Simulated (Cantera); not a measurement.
Input: 1 mol Pb, 0.053 mol H2, 41 mol N2, at 1280 Torr.

Equilibrium computed with Cantera from the NASA thermochemical tables; the gas is ideal and each condensed phase is pure. Candidate condensed phases: Pb; 11 gas species. The numbers say what is thermodynamically allowed, not how fast it happens.

**Question.** Which condensed phases are stable at each of these points (T (K)): 575, 675, 775, 875, 975, 1075, 1175, 1275, 1375, 1475?

**Answer.** 
```
T (K)  condensed phases  Pb condensed (%)
-----  ----------------  ----------------
575               Pb(s)             100.0
675               Pb(l)             100.0
775               Pb(l)             100.0
875               Pb(l)             100.0
975               Pb(l)             100.0
1075              Pb(l)              99.8
1175              Pb(l)              98.9
1275              Pb(l)              95.4
1375              Pb(l)              84.1
1475              Pb(l)              53.0
```

At 575 K the condensed part is Pb(s). From 675 K to 1475 K the condensed part is Pb(l).
